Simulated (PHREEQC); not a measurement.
# Acid rinse or clean (model solution)

Dissolve 0.058 mol/kgw H2SO4, 9.2e-05 mol/kgw AlCl3 and 0.00036 mol/kgw CuCl2 at 90 °C. Closed to the air; pH follows from the charge balance.

The numbers come from PHREEQC with the ion-association model, phreeqc.dat.

Precipitation was switched off in this run.

What pH, specific conductance does the model give?

pH 1.29; specific conductance 59500 µS/cm.

In which forms is Al present?

AlSO4+ 64 %, Al+3 30 %, Al(SO4)2- 4.0 %, AlHSO4+2 1.7 % of the Al.

Away from 25 °C the constants follow the database's enthalpies or fits; those with neither stay at their 25 °C values.
